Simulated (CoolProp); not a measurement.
Computed with CoolProp (reference Helmholtz-energy equation of state, Schmidt 1985).

### Question
Give the vapour pressure (bar), enthalpy of vaporisation (kJ/kg), liquid cp (kJ/(kg K)) of saturated oxygen at -173.85, -169.35, -162.45 °C.

### Answer
| T (°C) | p (bar) | enthalpy of vaporisation (kJ/kg) | liquid cp (kJ/(kg K)) |
|---|---|---|---|
| -173.85 | 2.39 | 203 | 1.73 |
| -169.35 | 3.45 | 198 | 1.76 |
| -162.45 | 5.70 | 189 | 1.81 |
